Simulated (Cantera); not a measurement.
Cantera run:

```python
import numpy as np
import cantera as ct

gas_names = [...]  # 114 gases of nasa_gas.yaml made of C, Fe, H, O
cond_names = """
    C(gr) C6H6(L) C7H8(L) C8H18(L),n-octa Fe(a) Fe(c) Fe(d) Fe(L) FeC5O5(L) FeO(s) FeO(L) Fe(OH)2(s)
    Fe(OH)3(s) Fe2O3(s) Fe3O4(s) H2O(s) H2O(L)
""".split()


# ... load() reads the species with a 1 bar reference pressure and builds the phases ...
atoms = {
    'Fe(CO)5': {'Fe': 1, 'C': 5, 'O': 5},
    'O2': {'O': 2},
    'H2': {'H': 2},
}
top_T = {'C(gr)': 4500, 'Fe2O3(s)': 1830, 'Fe3O4(s)': 1870}  # K; cautious upper limits of use, not melting points


# ... equilibrate(T, P, feed) seeds the gas with the atoms and calls Mixture.equilibrate('TP', solver="vcs", rtol=1e-11, max_steps=5000) ...
results = []
feed = {'Fe(CO)5': 1, 'O2': 0.13, 'H2': 6.6}  # mol
T = 1573.15  # K
P = 47000  # Pa
mix = equilibrate(T, P, feed)
results.append((T, P, feed, dict(zip(mix.species_names, mix.species_moles))))
x = sorted(zip(gas.X, gas.species_names), reverse=True)
print(f"T = {T:g} K  P = {P:g} Pa  gas = {mix.phase_moles(0):.4g} mol")
print("   x: " + "  ".join(f"{s} {v:.3e}" for v, s in x if v > 1e-05))
print("   condensed (mol): " + ("  ".join(f"{mix.phase(i).name} {mix.phase_moles(i):.4g}"
      for i in range(1, mix.n_phases) if mix.phase_moles(i) > 1e-12) or "none"))
```

Output:

```
T = 1573.15 K  P = 47000 Pa  gas = 11.6 mol
   x: H2 5.512e-01  CO 4.263e-01  H2O 1.769e-02  CO2 4.727e-03  H 4.411e-05
   condensed (mol): Fe(c) 1
```

Cantera equilibrium calculation (NASA polynomials, part measured and part estimated; ideal gas, pure solids and liquids).
